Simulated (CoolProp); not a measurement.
Vapour-liquid equilibrium of carbon dioxide (1) + CH2F2 (R32) (2) at -50.05 °C; x and y are mole fractions of (1).

Computed with CoolProp (multi-fluid Helmholtz-energy mixture model, Span 1996 and Tillner-Roth 1997; pair parameters Bell 2016).

| x | bubble pressure, mixture model (MPa) | bubble pressure, Raoult's law (MPa) | y, mixture model | y, Raoult's law |
|---|---|---|---|---|
| 0.05 | 0.1398 | 0.1384 | 0.245 | 0.246 |
| 0.2 | (withheld) | 0.2241 | 0.602 | 0.608 |
| 0.35 | (withheld) | 0.3097 | 0.758 | 0.769 |
| 0.5 | (withheld) | 0.3954 | (withheld) | 0.861 |
| 0.65 | 0.4860 | 0.4811 | (withheld) | 0.920 |
| 0.8 | 0.5679 | 0.5667 | 0.951 | 0.961 |
| 0.95 | 0.6519 | 0.6524 | 0.988 | 0.992 |

Problem. Complete the blanks.

Solution. 
- 0.2, bubble pressure, mixture model (MPa): 0.2297
- 0.35, bubble pressure, mixture model (MPa): 0.3179
- 0.5, bubble pressure, mixture model (MPa): 0.4032
- 0.5, y, mixture model: 0.847
- 0.65, y, mixture model: 0.907

The largest gap from Raoult's law is +2.6 % in bubble pressure, at x = 0.35. No azeotrope shows between x = 0.05 and 0.95.

Pair parameters are fitted to limited data, so mixtures are less certain than the pure fluids.
